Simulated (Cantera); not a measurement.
Feed: 1 mol Pb, 0.11 mol O2, 43 mol H2, equilibrated at 100000 Pa.

These are equilibrium values from Cantera (NASA tables, ideal gas, pure condensed phases), not measurements of a reactor. Candidate condensed phases: H2O, Pb, PbO, PbO2, Pb3O4; 12 gas species. Kinetics and transport are ignored.

Which condensed phases are stable at each of these points (T (K)): 475, 550, 625, 700, 775, 850, 925, 1000, 1075, 1150, 1225, 1300, 1375?


| T (K) | condensed phases | Pb condensed (%) |
|---|---|---|
| 475 | Pb(s) | 100.0 |
| 550 | Pb(s) | 100.0 |
| 625 | Pb(l) | 100.0 |
| 700 | Pb(l) | 100.0 |
| 775 | Pb(l) | 100.0 |
| 850 | Pb(l) | 100.0 |
| 925 | Pb(l) | 100.0 |
| 1000 | Pb(l) | 99.9 |
| 1075 | Pb(l) | 99.7 |
| 1150 | Pb(l) | 98.8 |
| 1225 | Pb(l) | 96.0 |
| 1300 | Pb(l) | 88.7 |
| 1375 | Pb(l) | 71.6 |

From 475 K to 550 K the condensed part is Pb(s). From 625 K to 1375 K the condensed part is Pb(l).
